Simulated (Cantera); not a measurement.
Cantera with NASA thermochemical tables; ideal gases at 1 bar, condensed phases pure. Values are per mole of reaction as written; species without (g) are pure solids or liquids, kept so even where they would boil at 1 bar.

4 N(g) + 2 CrO₃(g) → Cr₂N + 3 NO₂(g), with ΔH° = -1327.9 kJ and ΔS° = -360.3 J/K at 300 K.

Question: How far is the shortcut ΔG° ≈ ΔH°(300 K) − T·ΔS°(300 K) from the full temperature-dependent value at 623, 723, 823, 923, 1023, 1123, 1223, 1323, 1423 K?

Answer: 
| T (K) | shortcut (kJ) | full (kJ) | difference (kJ) | difference in log10 K |
|---|---|---|---|---|
| 623 | -1103.5 | -1101.4 | -2.1 | 0.18 |
| 723 | -1067.5 | -1064.2 | -3.3 | 0.24 |
| 823 | -1031.4 | -1027.0 | -4.4 | 0.28 |
| 923 | -995.4 | -989.8 | -5.6 | 0.32 |
| 1023 | -959.4 | -952.6 | -6.7 | 0.34 |
| 1123 | -923.3 | -915.6 | -7.8 | 0.36 |
| 1223 | -887.3 | -878.6 | -8.7 | 0.37 |
| 1323 | -851.3 | -841.8 | -9.4 | 0.37 |
| 1423 | -815.3 | -805.2 | -10.1 | 0.37 |
The shortcut ignores the heat-capacity change of the reaction.
